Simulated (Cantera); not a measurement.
Charge: 1 mol Pb, 8.6 mol CO2, 33 mol CO, equilibrated at 12.0 bar.

Equilibrium computed with Cantera from the NASA thermochemical tables; the gas is ideal and each condensed phase is pure. Candidate condensed phases: C, Pb, PbO, PbO2, Pb3O4; 15 gas species. The numbers say what is thermodynamically allowed, not how fast it happens.

### Question
Which condensed phases are stable at each of these points (T (°C)): 800, 850, 900, 950, 1000, 1050, 1100, 1150, 1200, 1250, 1300?

### Answer
```tsv
T (°C)	condensed phases	Pb condensed (%)
800	C(graphite) + Pb(l)	100.0
850	C(graphite) + Pb(l)	99.9
900	C(graphite) + Pb(l)	99.9
950	Pb(l)	99.7
1000	Pb(l)	99.4
1050	Pb(l)	98.8
1100	Pb(l)	97.8
1150	Pb(l)	96.1
1200	Pb(l)	93.5
1250	Pb(l)	89.4
1300	Pb(l)	83.3
```

From 800 °C to 900 °C the condensed part is C(graphite) + Pb(l). From 950 °C to 1300 °C the condensed part is Pb(l).
